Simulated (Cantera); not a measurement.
## Equilibrium for chlorosilane synthesis and conversion: Si + Cl₂ + H₂

Charge: 1 mol Si, 2.4 mol Cl₂, 0.71 mol H₂, held at 1175 K and 0.750 bar.

These are equilibrium values from Cantera (NASA tables, ideal gas, pure condensed phases), not measurements of a reactor. Candidate condensed phases: Si; 19 gas species. The tables' values for SiCl₃ are old estimates; treat these amounts as uncertain. Kinetics and transport are ignored.

* **x(SiCl₄)**: 0.468
* **x(HCl)**: 0.384
* **x(H₂)**: 0.142
* **x(SiHCl₃)**: 0.00407
* **x(SiCl₃)**: 0.00147
* **x(SiCl₂)**: 4.49e-5
* **x(SiH₂Cl₂)**: 4.55e-6
* **gas amount**: 2.112 mol
* **log10 activity of Si(s) (absent)**: -4.72
